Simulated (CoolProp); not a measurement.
Isobutene at several states: fugacity coefficient from the reference equation and from simpler models built on Tc = 418.1 K, pc = 4.016 MPa, ω = 0.193; each cubic takes its own stable root.

Model: reference Helmholtz-energy equation of state, Lemmon 2005, in CoolProp. It is a short technical equation, of lower accuracy than the large ones.

| T (K) | p (MPa) | phase | reference | Redlich-Kwong | Soave-Redlich-Kwong | Peng-Robinson |
|---|---|---|---|---|---|---|
| 542.4 | 0.0131 | gas | 0.9995 | 0.9995 | 0.9996 | 0.9995 |
| 495.4 | 7.38 | supercritical | ___ | 0.6644 | 0.6933 | ___ |
| 454.8 | 4.85 | supercritical | 0.6988 | 0.6968 | 0.7085 | ___ |
| 468 | 0.028 | gas | 0.9983 | 0.9983 | 0.9984 | 0.9981 |

Fill in the missing entries.


- 495.4, reference: 0.6757
- 495.4, Peng-Robinson: 0.6604
- 454.8, Peng-Robinson: 0.6821
